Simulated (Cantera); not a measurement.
A closed system holds: 1 mol SiO2, 2.2 mol MgO, 5.2 mol H2O, held at 0.00120 bar.

Method: chemical equilibrium by Gibbs-energy minimisation in Cantera with the NASA 1993 tables (ideal gas, pure condensed phases). Candidate condensed phases: H2O, Mg, MgO, Mg(OH)2, MgSiO3, Mg2SiO4, Si, SiO2; 24 gas species. Mutual solubility and eutectic melting of coexisting phases are not modelled. Condensed phases not in the tables: alloys, solid solutions and most ternary compounds. Kinetics and transport are ignored.

x: gas mole fraction; n: condensed amount in mol.

```tsv
T (K)	x H2O	x H2	x O2	x OH	x H	n MgO(s)	n Mg2SiO4(s)
1125	1.000	2.16e-5	1.04e-5	1.44e-6	5.96e-9	0.200	1.00
1200	1.000	[?]	[?]	[?]	[?]	0.200	1.00
1275	1.000	[?]	[?]	[?]	[?]	0.200	1.00
1350	0.999	0.000420	0.000197	5.45e-5	1.41e-6	0.200	1.00
1425	0.999	0.000920	0.000426	0.000142	5.97e-6	0.200	1.00
1500	0.997	0.00186	0.000852	0.000335	2.19e-5	0.200	1.00
1575	0.994	0.00353	0.00160	0.000729	7.13e-5	0.200	1.00
```

Fill in the missing entries.


- 1200, x H2: 6.55e-5
- 1200, x O2: 3.14e-5
- 1200, x OH: 5.62e-6
- 1200, x H: 4.61e-8
- 1275, x H2: 0.000175
- 1275, x O2: 8.29e-5
- 1275, x OH: 1.87e-5
- 1275, x H: 2.82e-7
